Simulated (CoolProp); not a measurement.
Vapour-liquid equilibrium of hydrogen chloride (1) + propane (2) at 51.1 kPa; x and y are mole fractions of (1).

Computed with CoolProp (multi-fluid Helmholtz-energy mixture model, Thol 2018 and Lemmon 2009; pair parameters Bell 2016).

| x | bubble temperature, mixture model (°C) | bubble temperature, Raoult's law (°C) | y, mixture model | y, Raoult's law |
|---|---|---|---|---|
| 0.05 | -72.6 | -62.5 | 0.605 | 0.306 |
| 0.15 | -86.6 | -71.0 | 0.856 | 0.618 |
| 0.25 | -91.8 | -76.9 | 0.908 | 0.766 |
| 0.35 | -93.9 | -81.4 | 0.926 | 0.848 |
| 0.45 | -94.6 | -84.8 | 0.932 | 0.899 |
| 0.55 | -94.8 | -87.7 | 0.934 | 0.933 |
| 0.65 | -94.9 | -90.1 | 0.935 | 0.956 |
| 0.75 | -95.0 | -92.1 | 0.937 | 0.973 |
| 0.85 | -95.4 | -93.9 | 0.947 | 0.986 |
| 0.95 | -96.0 | -95.5 | 0.974 | 0.996 |

The largest gap from Raoult's law is -15.6 K in bubble temperature, at x = 0.15. No azeotrope shows between x = 0.05 and 0.95.

The pair parameters rest on a limited set of measurements; away from them the model extrapolates. With so large a gap from Raoult's law the liquid may split in two, which this calculation doesn't test in full.
